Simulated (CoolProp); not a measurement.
Properties of n-butane along the isotherm 301.85 °C (Tc = 152.0 °C, pc = 37.96 bar, ω = 0.201).

The numbers come from the reference Helmholtz-energy equation of state, Bücker 2006 in CoolProp.

```csv
p (bar),phase,viscosity (µPa s),Prandtl number,fugacity coefficient
6.33,gas,14.1,0.707,0.9814
12.7,gas,14.2,(withheld),0.9629
19,gas,(withheld),0.715,0.9449
25.3,gas,(withheld),0.721,0.9271
31.6,gas,14.7,0.728,0.9095
38,supercritical,(withheld),0.737,0.8920
44.3,supercritical,(withheld),0.747,(withheld)
50.6,supercritical,(withheld),0.759,0.8584
56.9,supercritical,15.5,0.773,0.8422
```

### Question
What belongs in the gaps?

### Answer

- 12.7, Prandtl number: 0.710
- 19, viscosity (µPa s): 14.4
- 25.3, viscosity (µPa s): 14.5
- 38, viscosity (µPa s): 14.9
- 44.3, viscosity (µPa s): 15.1
- 44.3, fugacity coefficient: 0.8750
- 50.6, viscosity (µPa s): 15.3

Viscosity comes from a separate model (Vogel 1999). Thermal conductivity comes from a separate model (Perkins 2002).
